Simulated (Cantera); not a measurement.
Input: 1 mol Fe3O4, 0.75 mol CH4, 4.7 mol N2, held at 340 Pa.

Equilibrium computed with Cantera from the NASA thermochemical tables; the gas is ideal and each condensed phase is pure. Candidate condensed phases: C, C6H6, C7H8, C8H18, Fe, Fe(CO)5, FeO, Fe(OH)2, Fe(OH)3, Fe2O3, Fe3O4, H2O; 140 gas species. Mutual solubility and eutectic melting of coexisting phases are not modelled. The tables' stoichiometric FeO is somewhat more stable than real wüstite, so its field is too wide. FeO: taken at fixed stoichiometry. Equilibrium is a limit: real reactors are often held back by kinetics, nucleation or transport.

Question: What share of the Fe ends up in condensed phases as a function of T (K), at 900, 1050, 1200, 1350, 1500, 1650, 1800, 1950, 2100, 2250, 2400?

Answer: 
```csv
T (K),Fe condensed (%),as
900,100.0,Fe(α) + FeO(s)
1050,100.0,Fe(α) + FeO(s)
1200,100.0,Fe(γ) + FeO(s)
1350,100.0,Fe(γ) + FeO(s)
1500,100.0,Fe(γ) + FeO(s)
1650,99.8,Fe(γ) + FeO(l)
1800,98.0,Fe(δ) + FeO(l)
1950,87.6,FeO(l)
2100,72.4,FeO(l)
2250,44.5,FeO(l)
2400,0.0,-
```
